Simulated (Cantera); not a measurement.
Input (Python, Cantera) and output of one run.

```python
import numpy as np
import cantera as ct

gas_names = """
    C CO CO2 C2 C2O C3 C3O2 C4 C5 O O2 O3 Ti TiO TiO2
""".split()
cond_names = """
    C(gr) Ti(a) Ti(b) Ti(L) TiC(s) TiC(L) TiO(a) TiO(b) TiO(L) TiO2(ru) TiO2(L) Ti2O3(a) Ti2O3(b)
    Ti2O3(L) Ti3O5(a) Ti3O5(b) Ti3O5(L) Ti4O7(s) Ti4O7(L)
""".split()


# ... load() reads the species with a 1 bar reference pressure and builds the phases ...
atoms = {
    'Ti': {'Ti': 1},
    'O2': {'O': 2},
    'CO': {'C': 1, 'O': 1},
}
top_T = {'C(gr)': 4500}  # K; cautious upper limits of use, not melting points


# ... equilibrate(T, P, feed) seeds the gas with the atoms and calls Mixture.equilibrate('TP', solver="vcs", rtol=1e-11, max_steps=5000) ...
results = []
feed = {'Ti': 1, 'O2': 0.0018, 'CO': 22}  # mol
T = 1575  # K
P = 320000  # Pa
mix = equilibrate(T, P, feed)
results.append((T, P, feed, dict(zip(mix.species_names, mix.species_moles))))
print(gas.report(threshold=0.001))
for i in range(1, mix.n_phases):
    print(f"{mix.phase(i).name:16s} {mix.phase_moles(i):12.5e} mol")
```

It prints:

```
       temperature   1575 K
          pressure   3.2e+05 Pa
           density   0.6849 kg/m^3
  mean mol. weight   28.028 kg/kmol
   phase of matter   gas

                          1 kg             1 kmol
                     ---------------   ---------------
          enthalpy       -2.4752e+06       -6.9374e+07  J
   internal energy       -2.9424e+06       -8.2469e+07  J
           entropy            8583.1        2.4057e+05  J/K
    Gibbs function       -1.5994e+07       -4.4827e+08  J
 heat capacity c_p            1262.2             35376  J/K
 heat capacity c_v            965.51             27061  J/K

                      mass frac. Y      mole frac. X     chem. pot. / RT
                     ---------------   ---------------   ---------------
                CO           0.99823           0.99887           -34.195
               CO2         0.0017735         0.0011295           -66.109
     [  +13 minor]        3.0754e-10        1.2765e-10

C(gr)             1.68601e+00 mol
Ti(b)             0.00000e+00 mol
TiC(s)            0.00000e+00 mol
TiO(b)            0.00000e+00 mol
TiO2(ru)          0.00000e+00 mol
Ti2O3(b)          0.00000e+00 mol
Ti3O5(b)          3.33333e-01 mol
Ti4O7(s)          0.00000e+00 mol
```

These are equilibrium values from Cantera (NASA tables, ideal gas, pure condensed phases), not measurements of a reactor.
